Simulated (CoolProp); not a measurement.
The numbers come from the reference Helmholtz-energy equation of state, Lemmon 2006 in CoolProp. It is a short technical equation, of lower accuracy than the large ones.

### Question
For neopentane, give the phase and the density (kg/m³), cv (kJ/(kg K)), speed of sound (m/s) at 374.9 K and 1.4 MPa.

### Answer
- 374.9 K and 1.4 MPa: liquid; density 483, cv 2.06, speed of sound 472
